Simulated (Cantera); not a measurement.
Feed: 1 mol Fe, 0.14 mol SO2, 3.7 mol H2, 0.66 mol CO2, at 1273.15 K and 11.0 bar.

Cantera equilibrium calculation (NASA polynomials, part measured and part estimated; ideal gas, pure solids and liquids). Candidate condensed phases: C, C6H6, C7H8, C8H18, Fe, Fe(CO)5, FeO, Fe(OH)2, Fe(OH)3, FeS, FeSO4, FeS2, Fe2O3, Fe2(SO4)3, Fe3O4, H2O, H2SO4, S; 127 gas species. Metal and sulfide melt together well below either melting point, which pure phases cannot show. Mutual solubility and eutectic melting of coexisting phases are not modelled. FeS: taken at fixed stoichiometry. Equilibrium is a limit: real reactors are often held back by kinetics, nucleation or transport.

Base state: H2 0.648, H2O 0.196, CO 0.127, CO2 0.0231, H2S 0.00404, CH4 0.00237, COS 2.53e-5 (mole fractions); condensed: Fe(γ) + FeS(s).

Problem. What changes in the equilibrium state with this change: temperature from 1273.15 K to 1750 K?

Solution. 
| species | before | after |
|---|---|---|
| H2 | 0.648 | 0.632 |
| H2O | 0.196 | 0.203 |
| CO | 0.127 | 0.139 |
| CO2 | 0.0231 | 0.0123 |
| H2S | 0.00404 | 0.0135 |
| Fe(OH)2 | 2.25e-7 | 1.53e-5 |
| S2 | 2.01e-8 | 2.51e-5 |
| CH4 | 0.00237 | 7.01e-6 |
| Fe(γ), mol | 0.878 | 0 |
| FeS(s), mol | 0.122 | 0 |
| Fe(δ), mol | 0 | 0.920 |
| FeS(l), mol | 0 | 0.0798 |
